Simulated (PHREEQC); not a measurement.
Solution (25 °C): 0.0021 mol H3PO4 and 0.25 mol Na2SO4 per kg of water. Closed to the air; pH follows from the charge balance.

Equilibrium calculation in PHREEQC: ion-association model, phreeqc.dat.

Each row changes one thing in this solution. Precipitation was switched off in this run.

```csv
case,pH,ionic strength (mol/kgw),HSO4- (mol/kgw)
as made,3.44,0.600,0.00156
Na2SO4 from 0.25 to 0.275 mol/kgw,3.46,(withheld),0.00158
H3PO4 replaced by NaH2PO4 at the same molality,(withheld),0.602,4.06e-5
H3PO4 left out,7.27,0.600,2.34e-7
temperature from 25 to 85 °C,3.96,(withheld),0.00192
```

Question: Complete the blanks.

Answer: 
- Na2SO4 from 0.25 to 0.275 mol/kgw, ionic strength (mol/kgw): 0.653
- H3PO4 replaced by NaH2PO4 at the same molality, pH: 5.03
- temperature from 25 to 85 °C, ionic strength (mol/kgw): 0.587

Away from 25 °C the constants follow the database's enthalpies or fits; those with neither stay at their 25 °C values.
